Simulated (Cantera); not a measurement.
Input: 1 mol SiO2, 7 mol CO, 0.63 mol N2, 4.6 mol CH4, at 1650 K and 6300 Pa.

Equilibrium computed with Cantera from the NASA thermochemical tables; the gas is ideal and each condensed phase is pure. Candidate condensed phases: C, C6H6, C7H8, C8H18, H2O, Si, SiC, SiO2, Si2N2O, Si3N4; 151 gas species. Equilibrium is a limit: real reactors are often held back by kinetics, nucleation or transport.

Task: What is the equilibrium state?

Result: 
```
Item                                 Result
--------------------------------  ---------
x(H2)                                 0.488
x(CO)                                 0.476
x(N2)                                0.0333
x(SiO)                              0.00165
x(HCN)                             0.000352
x(H)                               0.000253
x(C2H2 (acetylene))                 2.23e-5
x(CH4)                              2.00e-5
x(H2O)                              9.42e-6
n(C(graphite))                     1.65 mol
n(SiC(s))                         0.969 mol
gas amount                        18.83 mol
log10 activity of Si(s) (absent)      -1.91
```
